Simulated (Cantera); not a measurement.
Feed: 1 mol Zr, 0.11 mol NH3, at 2000 °C and 1.60 bar.

Equilibrium computed with Cantera from the NASA thermochemical tables; the gas is ideal and each condensed phase is pure. Mutual solubility and eutectic melting of coexisting phases are not modelled. ZrN: taken at fixed stoichiometry. Condensed phases not in the tables: N, O or C dissolved in the metal. Rates play no part.

| species | before | after |
|---|---|---|
| H2 | 0.993 | 0.986 |
| H | 0.00662 | 0.0140 |
| Zr(l), mol | 0.890 | 0.890 |
| ZrN(s), mol | 0.110 | 0.110 |
Gas species are given as mole fractions.

Task: Name the change that produced these shifts.
(A) temperature from 2000 °C to 2152 °C
(B) NH3 from 0.11 to 4.1 mol
(C) temperature from 2000 °C to 1127 °C
(D) temperature from 2000 °C to 1650 °C

Result: A, temperature from 2000 °C to 2152 °C
